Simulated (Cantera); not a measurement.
An adiabatic, constant-volume homogeneous reactor starts with 26.3 % H₂, 6.58 % O₂, 64.5 % N₂, 2.63 % H₂O, at 1748 K and 101000 Pa.

Detailed kinetics in Cantera: GRI-Mech 3.0 (53 species, 325 reactions).

x: mole fraction; the columns are a selection and need not sum to one.

| t (s) | T (K) | P (bar) | x H₂ | x O₂ | x H₂O | x OH | x HO₂ | x N₂O | x NO |
|---|---|---|---|---|---|---|---|---|---|
| 1.00e-6 | 1748 | 1.01 | 0.263 | 0.0658 | 0.0263 | 1.92e-7 | 1.40e-6 | 3.04e-12 | <1e-12 |
| 3.13e-6 | 1748 | 1.01 | 0.263 | 0.0658 | 0.0263 | 2.54e-6 | 4.20e-6 | 2.68e-11 | <1e-12 |
| 9.83e-6 | 1763 | 1.02 | … | … | … | … | … | … | … |
| 3.08e-5 | … | 1.19 | … | … | 0.139 | … | … | … | … |
| 9.65e-5 | 2428 | 1.35 | 0.125 | 0.00106 | 0.150 | 0.00952 | 6.19e-7 | 2.01e-8 | 5.72e-5 |
| 0.000303 | 2650 | 1.46 | 0.133 | 0.000293 | 0.159 | 0.00601 | 2.41e-7 | 3.79e-8 | 0.000165 |
| 0.000949 | 2690 | 1.47 | 0.135 | 0.000192 | 0.161 | 0.00503 | 1.66e-7 | 4.56e-8 | 0.000387 |
| 0.00297 | 2687 | 1.47 | 0.135 | 0.000187 | 0.161 | 0.00496 | 1.62e-7 | 5.16e-8 | 0.000746 |
| 0.00932 | 2687 | 1.47 | 0.135 | 0.000185 | 0.160 | 0.00494 | 1.60e-7 | 5.44e-8 | 0.000863 |
| 0.0292 | 2687 | 1.47 | 0.135 | 0.000185 | 0.160 | 0.00494 | 1.60e-7 | 5.44e-8 | 0.000864 |
| 0.0916 | 2687 | 1.47 | 0.135 | 0.000185 | 0.160 | 0.00494 | 1.60e-7 | 5.44e-8 | 0.000864 |
| 0.287 | 2687 | 1.47 | 0.135 | 0.000185 | 0.160 | 0.00494 | 1.60e-7 | 5.44e-8 | 0.000864 |
| 0.900 | 2687 | 1.47 | 0.135 | 0.000185 | 0.160 | 0.00494 | 1.60e-7 | 5.44e-8 | 0.000864 |

Problem. What belongs in the gaps?

Solution. 
- 9.83e-6, x H₂: 0.239
- 9.83e-6, x O₂: 0.0564
- 9.83e-6, x H₂O: 0.0425
- 9.83e-6, x OH: 0.00141
- 9.83e-6, x HO₂: 1.57e-5
- 9.83e-6, x N₂O: 3.07e-9
- 9.83e-6, x NO: 8.07e-9
- 3.08e-5, T (K): 2087
- 3.08e-5, x H₂: 0.112
- 3.08e-5, x O₂: 0.00269
- 3.08e-5, x OH: 0.0107
- 3.08e-5, x HO₂: 1.31e-6
- 3.08e-5, x N₂O: 1.62e-8
- 3.08e-5, x NO: 1.51e-5
